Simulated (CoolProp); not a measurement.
Vapour-liquid equilibrium of hexamethyldisiloxane (MM) (1) + toluene (2) at 189.95 °C; x and y are mole fractions of (1).

The numbers come from the multi-fluid Helmholtz-energy mixture model, Thol 2016 and Lemmon 2006; pair parameters Bell 2016 in CoolProp.

| x | bubble pressure (bar) | y at the bubble point | dew pressure at overall composition x (bar) | liquid density (mol/L) |
|---|---|---|---|---|
| 0.05 | 6.370 | 0.065 | 6.342 | 7.132 |
| 0.15 | 6.602 | 0.186 | 6.532 | 6.499 |
| 0.25 | 6.817 | 0.297 | ___ | 5.945 |
| 0.35 | 7.013 | 0.400 | 6.919 | 5.456 |
| 0.45 | 7.187 | 0.496 | 7.105 | 5.023 |
| 0.55 | 7.339 | 0.588 | ___ | 4.637 |
| 0.65 | 7.468 | 0.678 | 7.431 | 4.293 |
| 0.75 | 7.572 | ___ | ___ | 3.986 |
| 0.85 | 7.650 | 0.858 | ___ | ___ |
| 0.95 | 7.698 | 0.951 | 7.698 | ___ |

Problem. Fill in the missing entries.

Solution. 
- 0.25, dew pressure at overall composition x (bar): 6.726
- 0.55, dew pressure at overall composition x (bar): 7.279
- 0.75, y at the bubble point: 0.767
- 0.75, dew pressure at overall composition x (bar): 7.554
- 0.85, dew pressure at overall composition x (bar): 7.645
- 0.85, liquid density (mol/L): 3.710
- 0.95, liquid density (mol/L): 3.462

No azeotrope shows between x = 0.05 and 0.95.

Pair parameters are fitted to limited data, so mixtures are less certain than the pure fluids.
